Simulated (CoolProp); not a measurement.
Model: reference Helmholtz-energy equation of state, Tillner-Roth 1997, in CoolProp.

Task: For CH2F2 (R32), give the phase and the speed of sound (m/s), isothermal compressibility (1/MPa), viscosity (µPa s), conductivity (mW/(m K)) at 183 K and 1.32 MPa; 262.7 K and 1.32 MPa.

Result: 
- 183 K and 1.32 MPa: liquid; speed of sound 1180, isothermal compressibility 0.000877, viscosity 567, conductivity 219
- 262.7 K and 1.32 MPa: liquid; speed of sound 760, isothermal compressibility 0.00286, viscosity 175, conductivity 163

Viscosity comes from a separate model (Bell 2016), an estimate that may be off by 10 % or more. Thermal conductivity comes from a separate model (Huber 2003), an estimate that may be off by 10 % or more.
